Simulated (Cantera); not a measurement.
A perfectly stirred reactor is fed with CH4 : C2H6 : C3H8 : O2 : N2 : H2O = 1 : 1.3 : 0.051 : 4.86 : 21.9 : 0.8 (molar parts), equivalence ratio 1.4, at 10500 Torr; it is adiabatic with a 448 K inlet, and is followed from long to short residence time, starting on the burning branch (τ in s: 0.033, 0.014, 0.0061, 0.0026, 0.0011, 0.00049, 0.00021, 9.1e-05, 3.9e-05, 1.7e-05).

Cantera simulation using GRI-Mech 3.0 (53 species, 325 reactions); the numbers are that mechanism's predictions, not measurements. The pressure lies above the range GRI-Mech 3.0 was tuned for (to about 10 atm).

Question: What does this change do: pressure from 10500 Torr to 188 Torr?

Answer: 
| quantity | before | after |
|---|---|---|
| blow-out, bracketed by the residence times tried | burning at 0.210 ms, out at 91.0 µs | burning at 1.10 ms, out at 0.490 ms |
| x(CH4) at τ = 33.0 ms | 0.00234 | 4.32e-5 |
| x(C2H6) at τ = 33.0 ms | 3.13e-6 | 3.91e-6 |
| x(C3H8) at τ = 33.0 ms | 3.20e-8 | 9.84e-8 |
| x(N2O) at τ = 33.0 ms | 2.45e-9 | 1.59e-8 |
| x(CH2) at τ = 33.0 ms | 1.71e-7 | 2.49e-6 |
| x(CH4) at τ = 0.490 ms | 0.00540 | 0.0334 |
| x(C2H6) at τ = 0.490 ms | 0.000159 | 0.0435 |
| x(C3H8) at τ = 0.490 ms | 2.43e-6 | 0.00171 |
| x(N2O) at τ = 0.490 ms | 5.05e-8 | <1e-12 |
| x(CH2) at τ = 0.490 ms | 3.11e-6 | <1e-12 |
